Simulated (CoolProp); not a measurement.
R507A at several states: density (kg/m³) from the reference equation and from simpler models built on Tc = 343.8 K, pc = 3.705 MPa, ω = 0.286; each cubic takes its own stable root.

The numbers come from the reference Helmholtz-energy equation of state, Lemmon 2003 in CoolProp. It is a pseudo-pure fit of the blend.

```
T (K)  p (MPa)          phase   reference  van der Waals  Soave-Redlich-Kwong  Peng-Robinson
-----  -------  -------------  ----------  -------------  -------------------  -------------
358.4     2.19            gas  (withheld)          89.32                90.51          92.80
286.2        3         liquid  (withheld)          657.8           (withheld)           1088
402.1    0.343            gas       10.34          10.34                10.33          10.36
221.7      3.9         liquid        1342          785.4                 1177           1328
305.1   0.0498            gas       1.955          1.951                1.954          1.955
454.1     6.22  supercritical       206.8          226.5           (withheld)          205.3
```

**Question.** Some entries are withheld; supply them.

**Answer.** 
- 358.4, reference: 91.95
- 286.2, reference: 1120
- 286.2, Soave-Redlich-Kwong: 960.5
- 454.1, Soave-Redlich-Kwong: 197.1
